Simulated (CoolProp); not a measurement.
The fluid at 912.89 K and 0.189 MPa is compressed adiabatically to 0.459 MPa with isentropic efficiency 0.7. The same conditions are run with several fluids, on thermodynamics alone (safety and materials aside).

Computed with CoolProp (reference Helmholtz-energy equation of state of each fluid (oxygen: Schmidt 1985; nitrogen: Span 2000; dry air: Lemmon 2000; water: Wagner 2002)). Blends and air are pseudo-pure fits.

Q: Rank oxygen, nitrogen, dry air, water by work (kJ/kg), highest first.

A: water (585), nitrogen (386), dry air (373), oxygen (335)

```tsv
fluid	final temperature (K)	final density (kg/m³)
oxygen	1218.0	1.45
nitrogen	1239.2	1.25
dry air	1235.7	1.29
water	1165.4	0.854
```

Above 300 K oxygen's equation is extrapolated.
